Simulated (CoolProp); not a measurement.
Vapour-liquid equilibrium of R22 (1) + n-pentane (2) at 11.45 °C; x and y are mole fractions of (1).

Model: multi-fluid Helmholtz-energy mixture model, Kamei 1995 and Thol 2019; pair parameters Bell 2016, in CoolProp.

```csv
x,bubble pressure (MPa),y at the bubble point,dew pressure at overall composition x (MPa),liquid density (mol/L)
0.05,0.1035,0.620,0.04230,8.974
0.125,0.1904,0.801,0.04589,9.254
0.2,0.2662,0.864,0.05014,9.547
0.275,0.3304,0.895,0.05525,9.857
0.35,0.3842,0.914,0.06150,10.18
0.425,0.4293,0.927,0.06934,10.53
0.5,0.4677,0.937,0.07946,10.90
0.575,0.5018,0.945,0.09300,11.30
0.65,0.5339,0.953,0.1121,11.72
0.725,0.5659,0.960,0.1409,12.19
0.8,0.5997,0.969,0.1893,12.70
0.875,0.6370,0.978,0.2861,13.26
0.95,0.6794,0.990,0.5223,13.89
```

No azeotrope shows between x = 0.05 and 0.95.

The pair parameters rest on a limited set of measurements; away from them the model extrapolates. With so large a gap from Raoult's law the liquid may split in two, which this calculation doesn't test in full.
